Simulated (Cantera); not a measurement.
Feed: 1 mol SiH4, 0.99 mol O3, 24 mol N2, held at 0.270 bar.

Equilibrium computed with Cantera from the NASA thermochemical tables; the gas is ideal and each condensed phase is pure. Candidate condensed phases: H2O, Si, SiO2, Si2N2O, Si3N4; 35 gas species. The tables hold silica as quartz up to 1696 K and as liquid above; real silica turns to tridymite and cristobalite and melts near 1996 K. Gases not in the tables: Si(OH)4. Rates play no part. All values below are at 1698 K.

Base state: N2 0.923, H2 0.0396, H2O 0.0373, H 5.54e-5 (mole fractions); condensed: SiO2(condensed).

### Question
What changes in the equilibrium state with this change: SiH4 replaced by TEOS?

### Answer
| species | before | after |
|---|---|---|
| N2 | 0.923 | 0.587 |
| H2 | 0.0396 | 0.249 |
| CO | 0 | 0.162 |
| H2O | 0.0373 | 5.31e-6 |
| SiO | 1.04e-6 | 0.000306 |
| HCN | 0 | 0.00139 |
| HNC | 0 | 4.12e-5 |
| CH4 | 0 | 1.85e-5 |
| C2H2 (acetylene) | 0 | 1.80e-5 |
| SiO2(condensed), mol | 1.000 | 0 |
| C(graphite), mol | 0 | 1.48 |
| Si2N2O(s), mol | 0 | 0.494 |
The feed counts by its element totals alone. Further candidate phases: C, C6H6, C7H8, C8H18, SiC.

### Question
What changes in the equilibrium state with this change: O3 from 0.99 to 0.25 mol?

### Answer
| species | before | after |
|---|---|---|
| N2 | 0.923 | 0.921 |
| H2 | 0.0396 | 0.0779 |
| SiO | 1.04e-6 | 0.00140 |
| H2O | 0.0373 | 5.45e-5 |
| H | 5.54e-5 | 7.77e-5 |
| SiO2(condensed), mol | 1.000 | 0.154 |
| Si2N2O(s), mol | 0 | 0.405 |
Mutual solubility and eutectic melting of coexisting phases are not modelled.
